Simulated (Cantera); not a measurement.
An adiabatic, constant-volume homogeneous reactor starts with 3.91 % CH4, 1.13 % H2, 20.0 % O2, 75.0 % N2, at 1150 K and 10.0 bar.

Model: GRI-Mech 3.0 (53 species, 325 reactions), integrated in Cantera.

Problem. Predict: time of steepest temperature rise; temperature at 0.500 s; equilibrium temperature; x(H2) at 0.500 s; x(O2) at 0.500 s; x(HO2) at 0.500 s; x(H2O2) at 0.500 s; x(H2O) at 0.500 s.

Solution. 
| Item | Result |
|---|---|
| time of steepest temperature rise | 1.15 ms |
| temperature at 0.500 s | 2268 K |
| equilibrium temperature | 2268 K |
| x(H2) at 0.500 s | 0.000104 (gas-phase equilibrium 0.000104) |
| x(O2) at 0.500 s | 0.111 (gas-phase equilibrium 0.111) |
| x(HO2) at 0.500 s | 9.01e-6 (gas-phase equilibrium 9.01e-6) |
| x(H2O2) at 0.500 s | 5.32e-7 (gas-phase equilibrium 5.32e-7) |
| x(H2O) at 0.500 s | 0.0885 (gas-phase equilibrium 0.0885) |
